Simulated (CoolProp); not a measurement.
Model: reference Helmholtz-energy equation of state, Wu 2011, in CoolProp.

Q: Give the vapour pressure (MPa), vapour Z, vapour viscosity (µPa s) of saturated dimethyl ether at 308, 331.1, 377.2 K.

A: 
```tsv
T (K)	p (MPa)	vapour Z	vapour viscosity (µPa s)
308	0.777	0.858	9.63
331.1	1.38	0.791	10.4
377.2	3.54	0.579	13.5
```

Viscosity comes from a separate model (Meng 2012).
